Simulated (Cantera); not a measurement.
Mixture: CH₄ : O₂ : N₂ = 1 : 4.65 : 27.9 (molar parts), equivalence ratio 0.43, at 398 Torr, adiabatic and at constant pressure. Ignition delay is the time to a rise of 400 K.

Computed with Cantera and GRI-Mech 3.0 (53 species, 325 reactions).

Q: What does this change do: pressure from 398 Torr to 7500 Torr?

A: 
```
quantity                                                before       after
--------------------------------------------------  ----------  ----------
delay at 1000 K                                         2.11 s     0.100 s
delay at 1050 K                                        0.857 s     42.4 ms
delay at 1100 K                                        0.365 s     19.6 ms
delay at 1150 K                                        0.162 s     9.72 ms
delay at 1200 K                                        75.7 ms     5.09 ms
delay at 1250 K                                        36.9 ms     2.78 ms
delay at 1300 K                                        18.9 ms     1.57 ms
apparent activation energy between 1200 and 1300 K  180 kJ/mol  150 kJ/mol
```
